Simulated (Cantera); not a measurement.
An adiabatic, constant-pressure homogeneous reactor starts with CO : H2 : CH4 : O2 : N2 : H2O = 1 : 0.031 : 0.034 : 0.53 : 1.99 : 0.55 (molar parts), at 1200 K and 6.30 bar.

Cantera simulation using GRI-Mech 3.0 (53 species, 325 reactions); the numbers are that mechanism's predictions, not measurements.

Q: Predict: time of steepest temperature rise; temperature at 2.00 s; equilibrium temperature; x(CO) at 2.00 s; x(H2) at 2.00 s; x(OH) at 2.00 s; x(O) at 2.00 s; x(CH2O) at 2.00 s.

A: 
```
Quantity                                                            Result
---------------------------------  ---------------------------------------
time of steepest temperature rise                                 0.281 ms
temperature at 2.00 s                                               2654 K
equilibrium temperature                                             2654 K
x(CO) at 2.00 s                      0.0595 (gas-phase equilibrium 0.0595)
x(H2) at 2.00 s                    0.00672 (gas-phase equilibrium 0.00672)
x(OH) at 2.00 s                    0.00914 (gas-phase equilibrium 0.00914)
x(O) at 2.00 s                     0.00137 (gas-phase equilibrium 0.00137)
x(CH2O) at 2.00 s                  1.01e-9 (gas-phase equilibrium 1.01e-9)
```
